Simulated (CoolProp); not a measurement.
Vapour-liquid equilibrium of m-xylene (1) + n-decane (2) at 332.3 K; x and y are mole fractions of (1).

The numbers come from the multi-fluid Helmholtz-energy mixture model, Zhou 2012 and Lemmon 2006; pair parameters Bell 2016 in CoolProp.

| x | bubble pressure, mixture model (MPa) | bubble pressure, Raoult's law (MPa) | y, mixture model | y, Raoult's law |
|---|---|---|---|---|
| 0.05 | 0.001751 | 0.001702 | 0.208 | 0.187 |
| 0.125 | 0.002166 | 0.002069 | 0.408 | 0.384 |
| 0.2 | 0.002558 | 0.002436 | 0.539 | 0.521 |
| 0.275 | 0.002934 | 0.002803 | 0.633 | 0.623 |
| 0.35 | 0.003297 | 0.003170 | 0.705 | 0.701 |
| 0.425 | 0.003653 | 0.003537 | 0.762 | 0.763 |
| 0.5 | 0.004004 | 0.003904 | 0.809 | 0.813 |
| 0.575 | 0.004352 | 0.004271 | 0.849 | 0.855 |
| 0.65 | 0.004701 | 0.004638 | 0.884 | 0.890 |
| 0.725 | 0.005050 | 0.005005 | 0.914 | 0.920 |
| 0.8 | 0.005402 | 0.005372 | 0.941 | 0.946 |
| 0.875 | 0.005756 | 0.005739 | 0.965 | 0.968 |
| 0.95 | 0.006112 | 0.006106 | 0.987 | 0.988 |

The largest gap from Raoult's law is +5.0 % in bubble pressure, at x = 0.2. No azeotrope shows between x = 0.05 and 0.95.

The pair parameters rest on a limited set of measurements; away from them the model extrapolates.
